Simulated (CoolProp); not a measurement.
Saturation properties of nitrous oxide.

Values from CoolProp's reference Helmholtz-energy equation of state, Lemmon 2006. It is a short technical equation, of lower accuracy than the large ones.

```tsv
T (°C)	p (MPa)	enthalpy of vaporisation (kJ/kg)	liquid cp (kJ/(kg K))
-77.95	0.1828	362.1	1.730
-75.15	0.2113	358.8	1.734
-72.45	0.2419	355.5	1.738
-69.65	0.2772	352.1	1.744
-66.85	0.3163	348.6	1.749
-64.05	0.3595	345.0	1.756
-61.35	0.4053	341.5	1.763
-58.55	0.4573	337.8	1.771
-55.75	0.5142	334.0	1.780
-52.95	0.5762	330.1	1.789
-50.15	0.6437	326.2	1.799
```

It boils at -88.5 °C under 1 atm.
